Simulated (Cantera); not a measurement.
An isothermal, constant-pressure homogeneous reactor starts with 0.116 % CO, 2.89 % O2, 0.684 % H2O, 96.3 % N2, at 1423 K and 105 Torr.

Model: GRI-Mech 3.0 (53 species, 325 reactions), integrated in Cantera.

Question: Predict: x(CO) at 30.0 s; x(O2) at 30.0 s; x(H2O) at 30.0 s; x(OH) at 30.0 s; x(NO) at 30.0 s.

Answer: 
```
Property                                             Value
----------------  ----------------------------------------
x(CO) at 30.0 s    2.68e-8 (gas-phase equilibrium 2.68e-8)
x(O2) at 30.0 s      0.0283 (gas-phase equilibrium 0.0282)
x(H2O) at 30.0 s   0.00684 (gas-phase equilibrium 0.00684)
x(OH) at 30.0 s    1.00e-5 (gas-phase equilibrium 1.00e-5)
x(NO) at 30.0 s   1.74e-7 (gas-phase equilibrium 0.000335)
```
